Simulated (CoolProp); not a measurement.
Vapour-liquid equilibrium of ethylene (1) + ethane (2) at 1.76 MPa; x and y are mole fractions of (1).

Model: multi-fluid Helmholtz-energy mixture model, Smukala 2000 and Bücker 2006; pair parameters Bell 2016, in CoolProp.

**Question.** Give the bubble temperature and the first vapour's composition at x = 0.05, 0.2, 0.65. Is there an azeotrope?

**Answer.** x = 0.05: 259.5 K, y = 0.077; x = 0.2: 255.3 K, y = 0.279; x = 0.65: 245.8 K, y = 0.732. No azeotrope shows between x = 0.05 and 0.95.

Pair parameters are fitted to limited data, so mixtures are less certain than the pure fluids.
